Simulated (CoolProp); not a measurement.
R365MFC along the isobar 735 kPa: fugacity coefficient from the reference equation and from simpler models built on Tc = 186.9 °C, pc = 3266 kPa, ω = 0.377; each cubic takes its own stable root.

Computed with CoolProp (reference Helmholtz-energy equation of state, Lemmon 2016).

```json
[
 {"T (°C)": "7.05", "phase": "liquid", "reference": "0.03595", "van der Waals": "0.3974", "Peng-Robinson": "0.03606"},
 {"T (°C)": "12.25", "phase": "liquid", "reference": "0.04548", "van der Waals": "0.4368", "Peng-Robinson": "0.04560"},
 {"T (°C)": "17.45", "phase": "liquid", "reference": "0.05691", "van der Waals": "0.4784", "Peng-Robinson": "0.05706"},
 {"T (°C)": "22.65", "phase": "liquid", "reference": "0.07051", "van der Waals": "0.5221", "Peng-Robinson": "0.07069"},
 {"T (°C)": "27.95", "phase": "liquid", "reference": "0.08687", "van der Waals": "0.5687", "Peng-Robinson": "0.08710"},
 {"T (°C)": "33.15", "phase": "liquid", "reference": "0.1056", "van der Waals": "0.6166", "Peng-Robinson": "0.1059"},
 {"T (°C)": "38.35", "phase": "liquid", "reference": "0.1274", "van der Waals": "0.6666", "Peng-Robinson": "0.1278"},
 {"T (°C)": "43.55", "phase": "liquid", "reference": "0.1523", "van der Waals": "0.7185", "Peng-Robinson": "0.1529"},
 {"T (°C)": "48.75", "phase": "liquid", "reference": "0.1808", "van der Waals": "0.7723", "Peng-Robinson": "0.1816"},
 {"T (°C)": "54.05", "phase": "liquid", "reference": "0.2137", "van der Waals": "0.8291", "Peng-Robinson": "0.2148"},
 {"T (°C)": "59.25", "phase": "liquid", "reference": "0.2501", "van der Waals": "0.8567", "Peng-Robinson": "0.2515"},
 {"T (°C)": "64.45", "phase": "liquid", "reference": "0.2907", "van der Waals": "0.8618", "Peng-Robinson": "0.2925"},
 {"T (°C)": "69.65", "phase": "liquid", "reference": "0.3358", "van der Waals": "0.8666", "Peng-Robinson": "0.3381"},
 {"T (°C)": "74.85", "phase": "liquid", "reference": "0.3856", "van der Waals": "0.8712", "Peng-Robinson": "0.3885"}
]
```

At some of these states van der Waals gives the other phase, because its saturation line lies elsewhere.
